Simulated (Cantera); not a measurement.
**Equilibrium for silicon nitride deposition: SiH2Cl2 + N2 + H2**

Feed: 1 mol SiH2Cl2, 2 mol N2, 0.54 mol H2, held at 7.28 Torr.

Method: chemical equilibrium by Gibbs-energy minimisation in Cantera with the NASA 1993 tables (ideal gas, pure condensed phases). Candidate condensed phases: NH4Cl, Si, Si3N4; 28 gas species. N2 is the only nitrogen source here; it is nearly inert below about 1500 K, so the nitride shown seldom forms there in practice. The tables' values for SiCl3 are old estimates; treat these amounts as uncertain. Equilibrium is a limit: real reactors are often held back by kinetics, nucleation or transport.

```tsv
T (K)	x HCl	x N2	x H2	x SiCl4	x SiCl2	x SiCl3	n Si3N4(s)
873	0.333	0.382	0.238	0.0479	2.04e-8	4.08e-6	0.272
923	0.344	0.379	0.231	0.0449	1.63e-7	1.35e-5	0.276
973	0.354	0.377	0.226	0.0422	1.05e-6	3.94e-5	0.279
1023	0.363	0.376	0.221	0.0399	5.63e-6	0.000103	0.282
1073	0.371	0.374	0.217	0.0377	2.56e-5	0.000246	0.285
1123	0.377	0.373	0.214	0.0356	0.000101	0.000539	0.287
1173	0.382	0.372	0.210	0.0336	0.000354	0.00110	0.288
1223	0.386	0.371	0.208	0.0313	0.00111	0.00208	0.289
1273	0.387	0.370	0.206	0.0284	0.00310	0.00366	0.287
1323	0.384	0.371	0.206	0.0246	0.00778	0.00591	0.283
```
x: gas mole fraction; n: condensed amount in mol.

From 873 K to 1323 K the condensed part is Si3N4(s). The main Si-bearing gas is SiCl4 throughout. The share of Si in condensed phases is highest at 1223 K (86.6 %) and lowest at 873 K (81.7 %).
